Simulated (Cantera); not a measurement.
# Premixed flame

A freely propagating, adiabatic, planar premixed flame of 5.56 % C3H8, 19.9 % O2, 74.6 % N2, unburnt at 323 K and 0.610 bar; multicomponent+Soret transport, grid criteria slope 0.08 and curve 0.16, no radiation.

Computed with Cantera and GRI-Mech 3.0 (53 species, 325 reactions). GRI-Mech 3.0 was tuned for natural gas; its chemistry of propane as a main component is partial and can be far from experiment. Burning velocities carry a grid error of a few per cent, more on coarse grids.

```
z (mm)  T (K)  u (m/s)    x C3H8      x O2    x C2H      x OH     x CH4       x H
------  -----  -------  --------  --------  -------  --------  --------  --------
-1.87     323    0.408    0.0556     0.198    <1e-8     <1e-8   5.16e-7     <1e-8
-1.24     325    0.410    0.0555     0.198    <1e-8     <1e-8   7.51e-6     <1e-8
-0.933    333    0.423    0.0555     0.197    <1e-8     <1e-8   4.51e-5     <1e-8
-0.622    413    0.530    0.0556     0.188    <1e-8   1.96e-7  0.000374     <1e-8
-0.311    884     1.18    0.0403     0.139    <1e-8   7.16e-6   0.00250   2.34e-5
-0.156   1296     1.81    0.0145    0.0914  3.24e-8  0.000112   0.00430  0.000398
0        1671     2.41  0.000490    0.0430  1.94e-6  0.000808   0.00324   0.00297
0.156    1865     2.71   6.10e-7    0.0158  4.49e-6   0.00187  0.000833   0.00653
0.311    1931     2.80     <1e-8   0.00545  2.04e-6   0.00245  0.000147   0.00858
0.622    1962     2.84     <1e-8  0.000975  1.80e-7   0.00257   5.81e-6   0.00943
1.24     1977     2.85     <1e-8  0.000379    <1e-8   0.00234   5.31e-8   0.00869
2.49     1994     2.88     <1e-8  0.000258    <1e-8   0.00200     <1e-8   0.00724
4.98     2013     2.90     <1e-8  0.000148    <1e-8   0.00155     <1e-8   0.00540
```
x: mole fraction of selected species; z is measured from the peak of heat release.

laminar burning velocity: 40.7 cm/s
thermal thickness: 0.622 mm
peak x(C2H): 4.58e-6
peak x(OH): 0.00259
peak x(CH4): 0.00447
peak x(H): 0.00943
